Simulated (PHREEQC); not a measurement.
# Reverse-osmosis permeate: speciation

Synthetic water in mg/L, 15 °C, pH 6.35, pe 10.8:

```csv
constituent,mg/L
Na,1.26
K,0.00728
Ca,2.46
Mg,0.406
Cl,1.38
S(6) as SO4,4.19
Alkalinity as HCO3,5.04
Ba,0.0124
Zn,0.166
Pb,0.0859
Si as SiO2,0.0344
```

Valence states are taken as typed.

Equilibrium calculation in PHREEQC: ion-association model, wateq4f.dat.

This is a speciation only: nothing precipitates in the calculation.

Question: Estimate the charge-balance error.

Answer: charge-balance error 2.0 %.

Question: In which forms is C present?

Answer: CO2 53 %, HCO3- 47 % of the C.
